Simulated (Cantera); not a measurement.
An adiabatic, constant-volume homogeneous reactor starts with CH₄ : O₂ : N₂ : CO₂ = 1 : 1 : 3.76 : 0.69 (molar parts), equivalence ratio 2.0, at 1000 K and 315 Torr. Integrator tolerance rtol = 1e-08.

Cantera simulation using GRI-Mech 3.0 (53 species, 325 reactions); the numbers are that mechanism's predictions, not measurements.

Task: What does this change do: 0.03 parts C2H6 added?

Result: 
```
quantity                                                             before                                      after
---------------------------------  ----------------------------------------  -----------------------------------------
temperature at 2.00 s                                                1002 K                                     2136 K
equilibrium temperature                                              2192 K                                     2136 K
x(CH₄) at 2.00 s                     0.155 (gas-phase equilibrium 1.62e-11)  3.17e-11 (gas-phase equilibrium 3.57e-11)
x(O₂) at 2.00 s                       0.155 (gas-phase equilibrium 3.39e-6)    1.16e-6 (gas-phase equilibrium 1.16e-6)
x(CO₂) at 2.00 s                       0.107 (gas-phase equilibrium 0.0565)      0.0515 (gas-phase equilibrium 0.0515)
x(N₂O) at 2.00 s                   3.18e-11 (gas-phase equilibrium 1.83e-9)  9.29e-10 (gas-phase equilibrium 9.21e-10)
x(HCN) at 2.00 s                     <1e-12 (gas-phase equilibrium 4.94e-8)    6.74e-8 (gas-phase equilibrium 6.53e-8)
x(C₂H₆) at 2.00 s                    7.60e-5 (gas-phase equilibrium <1e-12)      <1e-12 (gas-phase equilibrium <1e-12)
time of steepest temperature rise                               not reached                                     1.08 s
```

Task: What does this change do: pressure from 315 Torr to 12800 Torr?

Result: 
```json
[
 {"quantity": "temperature at 2.00 s", "before": "1002 K", "after": "2204 K"},
 {"quantity": "equilibrium temperature", "before": "2192 K", "after": "2204 K"},
 {"quantity": "x(CH₄) at 2.00 s", "before": "0.155 (gas-phase equilibrium 1.62e-11)", "after": "2.34e-8 (gas-phase equilibrium 2.53e-8)"},
 {"quantity": "x(O₂) at 2.00 s", "before": "0.155 (gas-phase equilibrium 3.39e-6)", "after": "9.75e-8 (gas-phase equilibrium 9.75e-8)"},
 {"quantity": "x(CO₂) at 2.00 s", "before": "0.107 (gas-phase equilibrium 0.0565)", "after": "0.0563 (gas-phase equilibrium 0.0563)"},
 {"quantity": "x(N₂O) at 2.00 s", "before": "3.18e-11 (gas-phase equilibrium 1.83e-9)", "after": "2.04e-9 (gas-phase equilibrium 2.04e-9)"},
 {"quantity": "x(HCN) at 2.00 s", "before": "<1e-12 (gas-phase equilibrium 4.94e-8)", "after": "2.01e-6 (gas-phase equilibrium 2.01e-6)"},
 {"quantity": "x(C₂H₆) at 2.00 s", "before": "7.60e-5 (gas-phase equilibrium <1e-12)", "after": "<1e-12 (gas-phase equilibrium <1e-12)"},
 {"quantity": "time of steepest temperature rise", "before": "not reached", "after": "66.3 ms"}
]
```
The pressure lies above the range GRI-Mech 3.0 was tuned for (to about 10 atm).
